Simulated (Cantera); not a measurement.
Low-pressure radical oxidation in H2/O2

A perfectly stirred reactor is fed with H₂ : O₂ = 0.027 : 1 (molar parts), equivalence ratio 0.013, at 0.0178 atm; it is held at 1025 K, and followed from long to short residence time.

Model: GRI-Mech 3.0 (53 species, 325 reactions), integrated in Cantera. Radical loss at walls, strong at low pressure, is not modelled.

| τ (s) | x H₂ | x O₂ | x H₂O₂ | x HO₂ | x O | x OH |
|---|---|---|---|---|---|---|
| 8.5 | 6.70e-5 | 0.973 | 4.78e-8 | 9.09e-7 | 0.000249 | 0.000125 |
| 2.3 | 0.000142 | 0.973 | 6.21e-8 | 1.52e-6 | 0.000566 | 0.000200 |
| 0.60 | 0.000299 | 0.972 | 8.14e-8 | 2.44e-6 | 0.00126 | 0.000331 |
| 0.16 | 0.000624 | 0.970 | 1.08e-7 | 3.66e-6 | 0.00261 | 0.000551 |
| 0.042 | 0.00134 | 0.968 | 1.48e-7 | 5.06e-6 | 0.00487 | 0.000918 |
| 0.011 | 0.00303 | 0.964 | 2.07e-7 | 6.26e-6 | 0.00745 | 0.00146 |
| 0.0029 | 0.00724 | 0.963 | 2.83e-7 | 6.75e-6 | 0.00801 | 0.00198 |
| 0.00078 | 0.0170 | 0.967 | 2.39e-7 | 6.02e-6 | 0.00442 | 0.00166 |
x: mole fraction; the columns are a selection and need not sum to one.
